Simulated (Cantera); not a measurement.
CH₃SiH₃ + CH₄ + H₂ (silicon carbide growth)

Input: 1 mol CH₃SiH₃, 0.021 mol CH₄, a varied amount of H₂, held at 1623.15 K and 0.00133 bar.

Equilibrium computed with Cantera from the NASA thermochemical tables; the gas is ideal and each condensed phase is pure. Candidate condensed phases: C, C₆H₆, C₇H₈, C₈H₁₈, Si, SiC; 87 gas species. The feed counts by its element totals alone. Equilibrium is a limit: real reactors are often held back by kinetics, nucleation or transport.

```
n(H₂) (mol)  log p H₂  log p H  log p C₂H₂ (acetylene)  log p Si  log p CH₄  log p SiH  log p SiH₂  n C(graphite)  n SiC(s)
-----------  --------  -------  ----------------------  --------  ---------  ---------  ----------  -------------  --------
16              -2.88    -5.60                   -7.33     -8.75      -8.58      -9.88      -10.01         0.0197     1.000
24              -2.88    -5.60                   -7.33     -8.75      -8.58      -9.88      -10.01         0.0191     1.000
35              -2.88    -5.60                   -7.33     -8.75      -8.58      -9.88      -10.01         0.0183     1.000
53              -2.88    -5.60                   -7.33     -8.75      -8.58      -9.88      -10.01         0.0171     1.000
79              -2.88    -5.60                   -7.33     -8.75      -8.58      -9.88      -10.01         0.0152     1.000
120             -2.88    -5.60                   -7.33     -8.75      -8.58      -9.88      -10.01         0.0124     1.000
180             -2.88    -5.60                   -7.33     -8.75      -8.58      -9.88      -10.01        0.00814     1.000
260             -2.88    -5.60                   -7.33     -8.75      -8.58      -9.88      -10.01        0.00251     1.000
400             -2.88    -5.60                   -7.46     -8.69      -8.64      -9.82       -9.95              0     0.999
590             -2.88    -5.60                   -7.62     -8.61      -8.72      -9.74       -9.87              0     0.999
890             -2.88    -5.60                   -7.78     -8.52      -8.81      -9.66       -9.78              0     0.998
1300            -2.88    -5.60                   -7.92     -8.46      -8.87      -9.59       -9.72              0     0.996
```
log p: log10 of the partial pressure in bar; n: condensed amount in mol.

From 16 mol H₂ to 260 mol H₂ the condensed part is C(graphite) + SiC(s). From 400 mol H₂ to 1300 mol H₂ the condensed part is SiC(s). The main Si-bearing gas is Si throughout.
